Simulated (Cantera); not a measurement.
Source: NASA polynomial tables (part measured, part estimated), evaluated in Cantera. Values are per mole of reaction as written; species without (g) are pure solids or liquids, kept so even where they would boil at 1 bar.

N2O(g) → O(g) + N2(g)

```csv
T (K),ΔH° (kJ),ΔS° (J/K),ΔG° (kJ),log10 K
2398,164.6,135.0,-159.1,3.47
2473,164.2,134.8,-169.2,3.57
2548,163.8,134.7,-179.3,3.68
2623,[?],[?],[?],[?]
2698,163.1,134.4,-199.5,3.86
2773,[?],[?],[?],[?]
2848,162.3,134.1,-219.7,4.03
2923,161.9,134.0,-229.7,4.10
```

Problem. Fill in the missing entries.

Solution. 
- 2623, ΔH° (kJ): 163.4
- 2623, ΔS° (J/K): 134.5
- 2623, ΔG° (kJ): -189.4
- 2623, log10 K: 3.77
- 2773, ΔH° (kJ): 162.7
- 2773, ΔS° (J/K): 134.2
- 2773, ΔG° (kJ): -209.6
- 2773, log10 K: 3.95
